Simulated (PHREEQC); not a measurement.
Dissolve 0.18 mol/kgw NH3 at 20 °C. Closed to the air; pH follows from the charge balance.

The numbers come from PHREEQC with the ion-association model, phreeqc.dat.

```json
{
  "pH": "11.41",
  "ionic_strength": "0.00183 mol/kgw",
  "specific_conductance": "429 µS/cm",
  "total_alkalinity": "180 meq/kg"
}
```

| species | molality | activity | log γ |
|---|---|---|---|
| NH3 | 0.178 | 0.178 | 0.000 |
| OH- | 0.00183 | 0.00175 | -0.021 |
| NH4+ | 0.00183 | 0.00175 | -0.021 |

Precipitation was switched off in this run. Complexes and solids missing from the database can't appear.
